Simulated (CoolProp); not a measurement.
Vapour-liquid equilibrium of propane (1) + n-butane (2) at 27.75 °C; x and y are mole fractions of (1).

Values from CoolProp's multi-fluid Helmholtz-energy mixture model, Lemmon 2009 and Bücker 2006; pair parameters Kunz 2012.

```json
[
 {"x": "0.05", "bubble pressure, mixture model (MPa)": "0.2984", "bubble pressure, Raoult's law (MPa)": "0.3026", "y, mixture model": "0.147", "y, Raoult's law": "0.169"},
 {"x": "0.2", "bubble pressure, mixture model (MPa)": "0.4020", "bubble pressure, Raoult's law (MPa)": "0.4159", "y, mixture model": "0.449", "y, Raoult's law": "0.491"},
 {"x": "0.35", "bubble pressure, mixture model (MPa)": "0.5094", "bubble pressure, Raoult's law (MPa)": "0.5293", "y, mixture model": "0.634", "y, Raoult's law": "0.675"},
 {"x": "0.5", "bubble pressure, mixture model (MPa)": "0.6203", "bubble pressure, Raoult's law (MPa)": "0.6426", "y, mixture model": "0.760", "y, Raoult's law": "0.794"},
 {"x": "0.65", "bubble pressure, mixture model (MPa)": "0.7349", "bubble pressure, Raoult's law (MPa)": "0.7560", "y, mixture model": "0.852", "y, Raoult's law": "0.877"},
 {"x": "0.8", "bubble pressure, mixture model (MPa)": "0.8536", "bubble pressure, Raoult's law (MPa)": "0.8693", "y, mixture model": "0.924", "y, Raoult's law": "0.939"},
 {"x": "0.95", "bubble pressure, mixture model (MPa)": "0.9776", "bubble pressure, Raoult's law (MPa)": "0.9827", "y, mixture model": "0.982", "y, Raoult's law": "0.987"}
]
```

The largest gap from Raoult's law is -3.8 % in bubble pressure, at x = 0.35. No azeotrope shows between x = 0.05 and 0.95.

Pair parameters are fitted to limited data, so mixtures are less certain than the pure fluids.
